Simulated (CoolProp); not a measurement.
A simple Rankine cycle with dimethyl ether: condensing at 307.15 K, boiler at 2.13 MPa, turbine inlet 501 K, turbine efficiency 0.85, pump efficiency 0.8, no recuperator. Each further row changes one setting.

Values from CoolProp's reference Helmholtz-energy equation of state, Wu 2011.

```json
[
 {"case": "as stated", "thermal efficiency (%)": "?", "net work (kJ/kg)": "68.9", "heat in (kJ/kg)": "728", "turbine exit temperature (K)": "?", "volume ratio over the turbine": "?"},
 {"case": "turbine inlet 521 K", "thermal efficiency (%)": "9.4", "net work (kJ/kg)": "72.4", "heat in (kJ/kg)": "771", "turbine exit temperature (K)": "478.3", "volume ratio over the turbine": "2.66"},
 {"case": "condensing temperature 299.15 K", "thermal efficiency (%)": "11.2", "net work (kJ/kg)": "83.4", "heat in (kJ/kg)": "?", "turbine exit temperature (K)": "?", "volume ratio over the turbine": "?"},
 {"case": "boiler pressure 1.49 MPa", "thermal efficiency (%)": "?", "net work (kJ/kg)": "46.8", "heat in (kJ/kg)": "736", "turbine exit temperature (K)": "?", "volume ratio over the turbine": "1.89"},
 {"case": "turbine efficiency 0.75", "thermal efficiency (%)": "8.3", "net work (kJ/kg)": "60.5", "heat in (kJ/kg)": "728", "turbine exit temperature (K)": "462.7", "volume ratio over the turbine": "2.70"}
]
```

Problem. Fill in the missing entries.

Solution. 
- as stated, thermal efficiency (%): 9.5
- as stated, turbine exit temperature (K): 458.4
- as stated, volume ratio over the turbine: 2.67
- condensing temperature 299.15 K, heat in (kJ/kg): 748
- condensing temperature 299.15 K, turbine exit temperature (K): 449.8
- condensing temperature 299.15 K, volume ratio over the turbine: 3.29
- boiler pressure 1.49 MPa, thermal efficiency (%): 6.4
- boiler pressure 1.49 MPa, turbine exit temperature (K): 473.6
